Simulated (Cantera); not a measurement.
A freely propagating, adiabatic, planar premixed flame of H2 : O2 : N2 = 1 : 0.602 : 2.71 (molar parts), unburnt at 300 K and 100.0 Torr; mixture-averaged transport, grid criteria slope 0.08 and curve 0.16, no radiation.

Model: the H2/O2 subset of GRI-Mech 3.0, which has no nitrogen chemistry, integrated in Cantera. Burning velocities carry a grid error of a few per cent, more on coarse grids.

### Question
Predict: laminar burning velocity; thermal thickness; peak x(H2O2); peak x(H); peak x(HO2).

### Answer
- laminar burning velocity = 135 cm/s
- thermal thickness = 4.99 mm
- peak x(H2O2) = 4.52e-5
- peak x(H) = 0.0419
- peak x(HO2) = 0.000123
